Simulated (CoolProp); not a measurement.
Vapour-liquid equilibrium of R125 (1) + R245fa (2) at 2.24 bar; x and y are mole fractions of (1).

Values from CoolProp's multi-fluid Helmholtz-energy mixture model, Lemmon 2005 and Akasaka 2015; pair parameters Bell 2016.

| x | bubble temperature, mixture model (K) | bubble temperature, Raoult's law (K) | y, mixture model | y, Raoult's law |
|---|---|---|---|---|
| 0.05 | 299.9 | 300.1 | 0.310 | 0.324 |
| 0.2 | 279.3 | 280.1 | 0.730 | 0.741 |
| 0.35 | 267.1 | 267.7 | 0.868 | 0.880 |
| 0.5 | 258.9 | 259.2 | 0.929 | 0.939 |
| 0.65 | 252.9 | 252.9 | 0.962 | 0.970 |
| 0.8 | 248.1 | 247.9 | 0.982 | 0.987 |
| 0.95 | 244.0 | 243.9 | 0.996 | 0.997 |

The largest gap from Raoult's law is -0.8 K in bubble temperature, at x = 0.2. No azeotrope shows between x = 0.05 and 0.95.

The pair parameters rest on a limited set of measurements; away from them the model extrapolates. The gap from Raoult's law changes sign with composition, which may be real or a fault of the pair parameters; it wasn't checked against measurements.
